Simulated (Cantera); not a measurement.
**Stirred combustor or abatement burner**

A perfectly stirred reactor is fed with 6.58 % CH4, 18.3 % O2, 75.0 % N2, 0.171 % H2O, equivalence ratio 0.72, at 100000 Pa; it is adiabatic with a 523 K inlet, and is followed from long to short residence time, starting on the burning branch (τ in s: 0.13, 0.044, 0.015, 0.0052, 0.0018, 0.00061, 0.00021, 7.1e-05, 2.4e-05, 8.3e-06).

Detailed kinetics in Cantera: GRI-Mech 3.0 (53 species, 325 reactions).

```tsv
τ (s)	T (K)	x CH4	x O2	x CH2O	x CH3	x C2H6	x NO2	x N2O
0.13	1953	5.26e-6	0.0511	6.70e-7	1.63e-6	2.05e-11	1.10e-7	2.77e-7
0.044	1945	1.13e-5	0.0512	1.51e-6	3.36e-6	7.38e-11	6.58e-8	3.62e-7
0.015	1930	2.29e-5	0.0515	3.20e-6	6.34e-6	2.13e-10	4.01e-8	4.17e-7
0.0052	1904	4.58e-5	0.0522	6.48e-6	1.15e-5	5.71e-10	2.37e-8	3.99e-7
0.0018	1861	9.54e-5	0.0535	1.31e-5	2.11e-5	1.68e-9	1.41e-8	3.37e-7
0.00061	1796	0.000222	0.0560	2.80e-5	4.21e-5	6.70e-9	8.45e-9	2.70e-7
0.00021	1703	0.000637	0.0613	6.93e-5	9.90e-5	5.03e-8	4.63e-9	2.09e-7
7.1e-5	523	0.0658	0.183	<1e-12	<1e-12	<1e-12	<1e-12	<1e-12
2.4e-5	523	0.0658	0.183	<1e-12	<1e-12	<1e-12	<1e-12	<1e-12
8.3e-6	523	0.0658	0.183	<1e-12	<1e-12	<1e-12	<1e-12	<1e-12
```
x: mole fraction; the columns are a selection and need not sum to one.
